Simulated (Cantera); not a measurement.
An isothermal, constant-pressure homogeneous reactor starts with H₂ : O₂ : N₂ = 0.98 : 1 : 6.4 (molar parts), at 1375 K and 21000 Pa.

Model: the H2/O2 subset of GRI-Mech 3.0, which has no nitrogen chemistry, integrated in Cantera. The temperature is held fixed by assumption; the heat of reaction is taken as removed at once.

One state of this run: x H₂ = 7.61e-6; x O₂ = 0.0646; x H₂O = 0.124; x HO₂ = 1.44e-7; x H₂O₂ = 2.01e-8; x H = 4.55e-7. x: mole fraction; the columns are a selection and need not sum to one.

Which value of t (s) does it belong to?
(A) 0.00236
(B) 0.154
(C) 0.0382
(D) 3.62e-5

C, 0.0382
